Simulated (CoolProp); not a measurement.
Saturation properties of nitrogen.

Computed with CoolProp (reference Helmholtz-energy equation of state, Span 2000).

```json
[
 {"T (°C)": "-184.15", "p (MPa)": "0.3306", "liquid density (kg/m³)": "750.2", "vapour density (kg/m³)": "13.89", "enthalpy of vaporisation (kJ/kg)": "182.2", "liquid cp (kJ/(kg K))": "2.129", "surface tension (mN/m)": "6.32"},
 {"T (°C)": "-182.35", "p (MPa)": "0.3858", "liquid density (kg/m³)": "740.9", "vapour density (kg/m³)": "16.09", "enthalpy of vaporisation (kJ/kg)": "179.1", "liquid cp (kJ/(kg K))": "2.151", "surface tension (mN/m)": "5.94"},
 {"T (°C)": "-180.55", "p (MPa)": "0.4475", "liquid density (kg/m³)": "731.3", "vapour density (kg/m³)": "18.55", "enthalpy of vaporisation (kJ/kg)": "175.9", "liquid cp (kJ/(kg K))": "2.175", "surface tension (mN/m)": "5.57"},
 {"T (°C)": "-178.65", "p (MPa)": "0.5201", "liquid density (kg/m³)": "721.0", "vapour density (kg/m³)": "21.45", "enthalpy of vaporisation (kJ/kg)": "172.4", "liquid cp (kJ/(kg K))": "2.204", "surface tension (mN/m)": "5.18"},
 {"T (°C)": "-176.85", "p (MPa)": "0.5964", "liquid density (kg/m³)": "711.0", "vapour density (kg/m³)": "24.52", "enthalpy of vaporisation (kJ/kg)": "168.8", "liquid cp (kJ/(kg K))": "2.236", "surface tension (mN/m)": "4.82"},
 {"T (°C)": "-175.05", "p (MPa)": "0.6805", "liquid density (kg/m³)": "700.6", "vapour density (kg/m³)": "27.94", "enthalpy of vaporisation (kJ/kg)": "165.1", "liquid cp (kJ/(kg K))": "2.273", "surface tension (mN/m)": "4.46"},
 {"T (°C)": "-173.15", "p (MPa)": "0.7783", "liquid density (kg/m³)": "689.4", "vapour density (kg/m³)": "31.96", "enthalpy of vaporisation (kJ/kg)": "161.0", "liquid cp (kJ/(kg K))": "2.318", "surface tension (mN/m)": "4.09"},
 {"T (°C)": "-171.35", "p (MPa)": "0.8798", "liquid density (kg/m³)": "678.3", "vapour density (kg/m³)": "36.21", "enthalpy of vaporisation (kJ/kg)": "156.8", "liquid cp (kJ/(kg K))": "2.368", "surface tension (mN/m)": "3.74"},
 {"T (°C)": "-169.55", "p (MPa)": "0.9905", "liquid density (kg/m³)": "666.8", "vapour density (kg/m³)": "40.92", "enthalpy of vaporisation (kJ/kg)": "152.4", "liquid cp (kJ/(kg K))": "2.426", "surface tension (mN/m)": "3.40"},
 {"T (°C)": "-167.75", "p (MPa)": "1.111", "liquid density (kg/m³)": "654.8", "vapour density (kg/m³)": "46.18", "enthalpy of vaporisation (kJ/kg)": "147.8", "liquid cp (kJ/(kg K))": "2.495", "surface tension (mN/m)": "3.06"},
 {"T (°C)": "-165.85", "p (MPa)": "1.249", "liquid density (kg/m³)": "641.6", "vapour density (kg/m³)": "52.38", "enthalpy of vaporisation (kJ/kg)": "142.5", "liquid cp (kJ/(kg K))": "2.583", "surface tension (mN/m)": "2.72"},
 {"T (°C)": "-164.05", "p (MPa)": "1.391", "liquid density (kg/m³)": "628.3", "vapour density (kg/m³)": "58.98", "enthalpy of vaporisation (kJ/kg)": "137.1", "liquid cp (kJ/(kg K))": "2.684", "surface tension (mN/m)": "2.40"},
 {"T (°C)": "-162.25", "p (MPa)": "1.544", "liquid density (kg/m³)": "614.4", "vapour density (kg/m³)": "66.40", "enthalpy of vaporisation (kJ/kg)": "131.4", "liquid cp (kJ/(kg K))": "2.809", "surface tension (mN/m)": "2.09"},
 {"T (°C)": "-160.45", "p (MPa)": "1.708", "liquid density (kg/m³)": "599.4", "vapour density (kg/m³)": "74.80", "enthalpy of vaporisation (kJ/kg)": "125.1", "liquid cp (kJ/(kg K))": "2.967", "surface tension (mN/m)": "1.79"},
 {"T (°C)": "-158.55", "p (MPa)": "1.896", "liquid density (kg/m³)": "582.5", "vapour density (kg/m³)": "84.96", "enthalpy of vaporisation (kJ/kg)": "117.9", "liquid cp (kJ/(kg K))": "3.185", "surface tension (mN/m)": "1.48"}
]
```

It boils at -195.8 °C under 1 atm.

Surface tension comes from a separate correlation (Mulero 2012).
